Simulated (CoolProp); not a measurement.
A single-stage vapour-compression cycle with R134a: evaporating at 264.15 K (dew point), condensing at 296.15 K (bubble point), superheat 10 K, subcooling 5 K, compressor efficiency 0.7, no pressure losses. Each further row changes one setting.

Model: reference Helmholtz-energy equation of state, Tillner-Roth 1994, in CoolProp.

| case | cooling COP | pressure ratio | discharge temperature (K) | refrigerating effect (kJ/kg) | volumetric capacity (kJ/m³) |
|---|---|---|---|---|---|
| as stated | [?] | 3.00 | 321.1 | 177 | 1760 |
| evaporating temperature 269.15 K | [?] | [?] | 318.3 | 180 | 2150 |
| condensing temperature 291.15 K | 6.30 | 2.57 | 314.3 | 184 | 1830 |
| subcooling 10 K | 5.39 | 3.00 | 321.1 | 184 | 1830 |
| superheat 20 K | [?] | 3.00 | [?] | 186 | 1770 |
| compressor efficiency 0.6 | 4.45 | 3.00 | 326.9 | 177 | 1760 |

**Question.** What belongs in the gaps?

**Answer.** 
- as stated, cooling COP: 5.19
- evaporating temperature 269.15 K, cooling COP: 6.39
- evaporating temperature 269.15 K, pressure ratio: 2.48
- superheat 20 K, cooling COP: 5.20
- superheat 20 K, discharge temperature (K): 331.5
